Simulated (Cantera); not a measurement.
Mixture: CH₄ : O₂ : N₂ = 1 : 2 : 6.6 (molar parts), at 5.80 bar, adiabatic and at constant pressure. Ignition delay is the time to a rise of 400 K.

Cantera simulation using GRI-Mech 3.0 (53 species, 325 reactions); the numbers are that mechanism's predictions, not measurements.

Problem. At T0 = 1100 K, what is the delay, and which 7 reactions control it most (d ln τ / d ln k, from doubling and halving each rate constant)?

Solution. The delay is 29.5 ms.
```csv
reaction,d ln τ / d ln k,faster rate
2 CH3 (+M) <=> C2H6 (+M),0.57,lengthens it
CH3 + HO2 <=> CH3O + OH,-0.43,shortens it
CH2O + O2 <=> HCO + HO2,-0.38,shortens it
CH3 + O2 <=> CH2O + OH,-0.35,shortens it
CH3 + O2 <=> CH3O + O,-0.25,shortens it
CH4 + H <=> CH3 + H2,0.25,lengthens it
CH2O + CH3 <=> CH4 + HCO,-0.20,shortens it
```
